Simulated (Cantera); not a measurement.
A perfectly stirred reactor is fed with 74.1 % NH3, 25.9 % N2, at 0.0130 bar; it is held at 2225 K, and followed from long to short residence time.

Model: the gas-phase N/H chemistry of the illustrative SiF4/NH3 mechanism in the Surface Chemkin manual (1991), integrated in Cantera. Walls and surfaces, which speed up NH3 decomposition in real reactors, are not modelled.

x: mole fraction; the columns are a selection and need not sum to one.

| τ (s) | x NH3 | x N2H4 | x H | x NH2 | x NH | x N2H2 |
|---|---|---|---|---|---|---|
| 11 | 0.00820 | 2.75e-11 | ? | 0.000153 | 2.19e-5 | 1.28e-7 |
| 5.2 | 0.0206 | 8.84e-11 | ? | 0.000274 | 2.77e-5 | 3.12e-7 |
| 2.4 | 0.0447 | 2.52e-10 | ? | 0.000463 | 3.58e-5 | 7.25e-7 |
| 1.1 | 0.0895 | 6.63e-10 | ? | 0.000751 | 4.59e-5 | 1.61e-6 |
| 0.53 | 0.160 | 1.51e-9 | ? | 0.00113 | 5.64e-5 | 3.24e-6 |
| 0.25 | 0.268 | 3.17e-9 | ? | 0.00164 | 6.62e-5 | 6.16e-6 |
| 0.11 | 0.415 | 6.07e-9 | ? | 0.00227 | 7.26e-5 | 1.08e-5 |
| 0.054 | 0.536 | 9.24e-9 | ? | 0.00280 | 7.20e-5 | 1.53e-5 |
| 0.025 | 0.632 | 1.27e-8 | ? | 0.00328 | 6.45e-5 | 1.87e-5 |
| 0.012 | 0.687 | 1.50e-8 | ? | 0.00357 | 5.33e-5 | 1.95e-5 |
| 0.0054 | 0.718 | 1.46e-8 | ? | 0.00352 | 4.01e-5 | 1.67e-5 |

Fill in the missing entries.


- 11, x H: 0.00377
- 5.2, x H: 0.00265
- 2.4, x H: 0.00199
- 1.1, x H: 0.00151
- 0.53, x H: 0.00114
- 0.25, x H: 0.000803
- 0.11, x H: 0.000498
- 0.054, x H: 0.000301
- 0.025, x H: 0.000162
- 0.012, x H: 8.26e-5
- 0.0054, x H: 3.56e-5
